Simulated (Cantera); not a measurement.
A closed system holds: 1 mol Si₂Cl₆, 35 mol N₂, equilibrated at 0.100 bar.

These are equilibrium values from Cantera (NASA tables, ideal gas, pure condensed phases), not measurements of a reactor. Candidate condensed phases: Si, Si₃N₄; 13 gas species. The feed counts by its element totals alone. N₂ is the only nitrogen source here; it is nearly inert below about 1500 K, so the nitride shown seldom forms there in practice. Kinetics and transport are ignored.

What share of the Si ends up in condensed phases as a function of T (K), at 1048, 1098, 1148, 1198, 1248, 1298, 1348, 1398?


| T (K) | Si condensed (%) | as |
|---|---|---|
| 1048 | 25.0 | Si₃N₄(s) |
| 1098 | 24.9 | Si₃N₄(s) |
| 1148 | 24.9 | Si₃N₄(s) |
| 1198 | 24.7 | Si₃N₄(s) |
| 1248 | 24.3 | Si₃N₄(s) |
| 1298 | 23.5 | Si₃N₄(s) |
| 1348 | 22.0 | Si₃N₄(s) |
| 1398 | 19.1 | Si₃N₄(s) |
